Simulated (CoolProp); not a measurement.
Values from CoolProp's reference Helmholtz-energy equation of state, Thol 2015.

Task: For 1,2-dichloroethane, give the phase and the Z, expansivity (1/kK) at 318.8 K and 3.02 MPa; 318.8 K and 4.82 MPa.

Result: 
- 318.8 K and 3.02 MPa: liquid; Z 0.0925, expansivity 1.20
- 318.8 K and 4.82 MPa: liquid; Z 0.147, expansivity 1.19
